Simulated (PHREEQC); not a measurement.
Synthetic water in mmol/kgw, 45 °C, pH 7.69: Na 88; K 4.26; Ca 10.9; Mg 6.31; Cl 109; S(6) 6.77; Alkalinity (meq/kgw) 0.023; Si 0.134.

Valence states are taken as typed.

Computed with PHREEQC (Pitzer model, pitzer.dat).

| quantity | before | after |
|---|---|---|
| HCO3- (mol/kgw) | 1.61e-5 | 1.95e-5 |
| H3SiO4- (mol/kgw) | 2.66e-6 | 1.35e-6 |
| MgOH+ (mol/kgw) | 9.00e-7 | 4.51e-7 |
| CO2 (mol/kgw) | 4.89e-7 | 1.18e-6 |
| CO3-2 (mol/kgw) | 1.63e-7 | 9.91e-8 |
| MgCO3 (mol/kgw) | 8.89e-8 | 5.40e-8 |
| SI of Gypsum (CaSO4:2H2O) | -0.70 | -0.70 |

Q: What was changed between the two runs?
(A) all concentrations times 3 at the same typed pH
(B) temperature from 45 to 15 °C at the same typed pH
(C) pH from 7.69 to 7.39 at the same alkalinity

A: C, pH from 7.69 to 7.39 at the same alkalinity

Precipitation was switched off in this run. Away from 25 °C the constants follow the database's enthalpies or fits; those with neither stay at their 25 °C values.
